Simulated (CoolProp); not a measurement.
Vapour-liquid equilibrium of hydrogen sulfide (1) + n-pentane (2) at 272.8 K; x and y are mole fractions of (1).

The numbers come from the multi-fluid Helmholtz-energy mixture model, Lemmon 2006 and Thol 2019; pair parameters Kunz 2012 in CoolProp.

```
x     bubble pressure (bar)  y at the bubble point  dew pressure at overall composition x (bar)  liquid density (mol/L)
----  ---------------------  ---------------------  -------------------------------------------  ----------------------
0.05                 0.8949                  0.738                                       0.2533                   9.227
0.15                  2.434                  0.909                                       0.2829                   9.834
0.25                  3.970                  0.948                                       0.3203                   10.53
0.35                  5.251                  0.963                                       0.3689                   11.34
0.45                  6.209                  0.971                                       0.4348                   12.30
0.55                  6.917                  0.976                                       0.5293                   13.46
0.65                  7.504                  0.980                                       0.6761                   14.89
0.75                  8.100                  0.984                                       0.9360                   16.71
0.85                  8.810                  0.989                                        1.523                   19.09
0.95                  9.701                  0.996                                        4.108                   22.35
```

No azeotrope shows between x = 0.05 and 0.95.

Pair parameters are fitted to limited data, so mixtures are less certain than the pure fluids.
